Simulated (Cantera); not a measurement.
Mixture: 9.21 % CH₄, 13.2 % O₂, 77.6 % N₂, at 3500000 Pa, adiabatic and at constant pressure. Ignition delay is the time to a rise of 400 K.

Detailed kinetics in Cantera: GRI-Mech 3.0 (53 species, 325 reactions). The pressure lies above the range GRI-Mech 3.0 was tuned for (to about 10 atm).

Problem. Predict: delay at 1350 K; delay at 1425 K; delay at 1500 K; delay at 1575 K; delay at 1650 K; apparent activation energy between 1500 and 1650 K.

Solution. 
* **delay at 1350 K**: 0.406 ms
* **delay at 1425 K**: 0.202 ms
* **delay at 1500 K**: 0.104 ms
* **delay at 1575 K**: 54.9 µs
* **delay at 1650 K**: 29.7 µs
* **apparent activation energy between 1500 and 1650 K**: 170 kJ/mol
